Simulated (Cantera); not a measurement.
A perfectly stirred reactor is fed with CH₄ : H₂ = 1 : 63 (molar parts), at 100.0 Torr; it is held at 1125 K, and followed from long to short residence time.

Cantera simulation using GRI-Mech 3.0 (53 species, 325 reactions); the numbers are that mechanism's predictions, not measurements. GRI-Mech 3.0 stops at C3 and has no aromatics, soot or wall deposition, so with more carbon than oxygen in the feed, carbon stays in small species such as C2H2 where larger ones or solid carbon would form.

**Question.** What does this change do: temperature 1125 to 1875 K?

**Answer.** 
| quantity | before | after |
|---|---|---|
| x(CH₄) at τ = 2.40 s | 0.0156 | 0.00193 |
| x(H₂) at τ = 2.40 s | 0.984 | 0.990 |
| x(C₂H₆) at τ = 2.40 s | 4.43e-9 | 2.70e-8 |
| x(CH₃) at τ = 2.40 s | 2.19e-8 | 6.93e-5 |
| x(C₂H₄) at τ = 2.40 s | 1.78e-9 | 1.29e-5 |
| x(CH₄) at τ = 24.0 ms | 0.0156 | 0.0113 |
| x(H₂) at τ = 24.0 ms | 0.984 | 0.985 |
| x(C₂H₆) at τ = 24.0 ms | <1e-12 | 7.93e-7 |
| x(CH₃) at τ = 24.0 ms | 3.95e-10 | 0.000367 |
| x(C₂H₄) at τ = 24.0 ms | <1e-12 | 1.85e-5 |
